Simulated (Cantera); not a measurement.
Abatement and gas-phase synthesis: SF6 + SO2

Input: 1 mol SF6, a varied amount of SO2, equilibrated at 3275 °C and 10.0 Torr.

These are equilibrium values from Cantera (NASA tables, ideal gas, pure condensed phases), not measurements of a reactor. Candidate condensed phases: S; 25 gas species. Kinetics and transport are ignored.

From 0.01 mol SO2 to 0.75 mol SO2 nothing is condensed.

```json
[
 {"n(SO2) (mol)": "0.01", "x F": "0.854", "x S": "0.143", "x O": "0.00272", "x SO": "0.000127", "x O2": "3.19e-7", "x S2": "0.000281", "x SF": "0.000261"},
 {"n(SO2) (mol)": "0.016", "x F": "0.852", "x S": "0.143", "x O": "0.00434", "x SO": "0.000203", "x O2": "8.13e-7", "x S2": "0.000283", "x SF": "0.000261"},
 {"n(SO2) (mol)": "0.024", "x F": "0.849", "x S": "0.144", "x O": "0.00648", "x SO": "0.000305", "x O2": "1.82e-6", "x S2": "0.000285", "x SF": "0.000261"},
 {"n(SO2) (mol)": "0.037", "x F": "0.844", "x S": "0.145", "x O": "0.00994", "x SO": "0.000470", "x O2": "4.27e-6", "x S2": "0.000289", "x SF": "0.000261"},
 {"n(SO2) (mol)": "0.057", "x F": "0.838", "x S": "0.146", "x O": "0.0152", "x SO": "0.000724", "x O2": "9.94e-6", "x S2": "0.000294", "x SF": "0.000261"},
 {"n(SO2) (mol)": "0.088", "x F": "0.827", "x S": "0.148", "x O": "0.0231", "x SO": "0.00112", "x O2": "2.31e-5", "x S2": "0.000302", "x SF": "0.000262"},
 {"n(SO2) (mol)": "0.13", "x F": "0.813", "x S": "0.151", "x O": "0.0335", "x SO": "0.00165", "x O2": "4.85e-5", "x S2": "0.000313", "x SF": "0.000262"},
 {"n(SO2) (mol)": "0.21", "x F": "0.789", "x S": "0.156", "x O": "0.0523", "x SO": "0.00266", "x O2": "0.000118", "x S2": "0.000334", "x SF": "0.000262"},
 {"n(SO2) (mol)": "0.32", "x F": "0.757", "x S": "0.162", "x O": "0.0762", "x SO": "0.00403", "x O2": "0.000251", "x S2": "0.000360", "x SF": "0.000262"},
 {"n(SO2) (mol)": "0.49", "x F": "0.713", "x S": "0.170", "x O": "0.109", "x SO": "0.00608", "x O2": "0.000516", "x S2": "0.000399", "x SF": "0.000259"},
 {"n(SO2) (mol)": "0.75", "x F": "0.655", "x S": "0.181", "x O": "0.153", "x SO": "0.00903", "x O2": "0.00101", "x S2": "0.000452", "x SF": "0.000254"}
]
```
x: gas mole fraction; nothing condenses.
